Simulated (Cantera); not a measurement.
Cantera run:

```python
import numpy as np
import cantera as ct

gas_names = """
    N N2 Pb Pb2
""".split()
cond_names = """
    Pb(cr) Pb(L)
""".split()


# ... load() reads the species with a 1 bar reference pressure and builds the phases ...
atoms = {
    'Pb': {'Pb': 1},
    'N2': {'N': 2},
}
top_T = {}  # K; cautious upper limits of use, not melting points


# ... equilibrate(T, P, feed) seeds the gas with the atoms and calls Mixture.equilibrate('TP', solver="vcs", rtol=1e-11, max_steps=5000) ...
results = []
T = 1323.15  # K
P = 1000  # Pa
for m in [0.38, 0.6, 0.95, 1.5, 2.4, 3.8, 6, 9.5, 15, 24, 38]:
    feed = {'Pb': 1, 'N2': m}  # mol
    mix = equilibrate(T, P, feed)
    results.append((T, P, feed, dict(zip(mix.species_names, mix.species_moles))))

top = {s: max(r[3][s] / sum(r[3][g] for g in gas_names) for r in results) for s in gas_names}
cols = sorted((s for s in top if top[s] > 1e-05), key=lambda s: -top[s])[:7]
seen = [c for c in cond_names if any(r[3].get(c, 0) > 1e-12 for r in results)]
print("log10 of partial pressures in bar; condensed amounts in mol")
print(f"{'n(N2)':>10s}" + "".join(f"{s[:9]:>10s}" for s in cols + seen))
for T, P, feed, n in results:
    ng = sum(n[g] for g in gas_names)
    print(f"{feed['N2']:10.4g}" + "".join(f"{np.log10(max(n[s] / ng * P / 1e5, 1e-99)):10.3f}" for s in cols)
          + "".join(f"{n.get(c, 0):10.4g}" for c in seen))
```

Output:

```
log10 of partial pressures in bar; condensed amounts in mol
     n(N2)        N2        Pb       Pb2     Pb(L)
      0.38    -2.189    -2.453    -6.389    0.7933
       0.6    -2.189    -2.453    -6.389    0.6736
      0.95    -2.189    -2.453    -6.389    0.4832
       1.5    -2.189    -2.453    -6.389     0.184
       2.4    -2.151    -2.532    -6.546         0
       3.8    -2.101    -2.681    -6.846         0
         6    -2.067    -2.845    -7.173         0
       9.5    -2.043    -3.021    -7.526         0
        15    -2.028    -3.204    -7.891         0
        24    -2.018    -3.398    -8.279         0
        38    -2.011    -3.591    -8.665         0
```

Method: chemical equilibrium by Gibbs-energy minimisation in Cantera with the NASA 1993 tables (ideal gas, pure condensed phases).
